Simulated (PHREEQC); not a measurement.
Make-up at 25 °C: 0.053 mol H2SO4, 3.5e-05 mol Li2SO4 and 0.00015 mol Fe2(SO4)3 per kg of water. Closed to the air; pH follows from the charge balance.

Model: ion-association model, phreeqc.dat, run in PHREEQC.

Each row changes one thing in this solution. This is a speciation only: nothing precipitates in the calculation.

```csv
case,pH,ionic strength (mol/kgw),HSO4- (mol/kgw),SO4-2 (mol/kgw),LiSO4- (mol/kgw)
as made,1.25,0.0818,0.0389,0.0143,1.72e-6
diluted 100-fold with water,3.01,0.00152,4.13e-5,0.000493,1.27e-9
temperature from 25 to 35 °C,1.27,0.0779,0.0409,0.0123,1.48e-6
temperature from 25 to 5 °C,1.23,0.0896,0.0350,0.0181,2.16e-6
Li2SO4 from 3.5e-05 to 0.00035 mol/kgw,1.25,0.0824,0.0391,0.0144,1.73e-5
Li2SO4 replaced by LiCl at the same molality,1.25,0.0818,0.0389,0.0143,8.57e-7
Fe2(SO4)3 left out,1.25,0.0814,0.0388,0.0142,1.71e-6
diluted 5-fold with water,1.84,0.0218,0.00509,0.00555,1.92e-7
H2SO4 from 0.053 to 0.53 mol/kgw,0.36,0.621,0.485,0.0452,2.61e-6
```

Some of these states are supersaturated (in Hematite (slow to form), Goethite (slow to form), for instance). Away from 25 °C the constants follow the database's enthalpies or fits; those with neither stay at their 25 °C values.
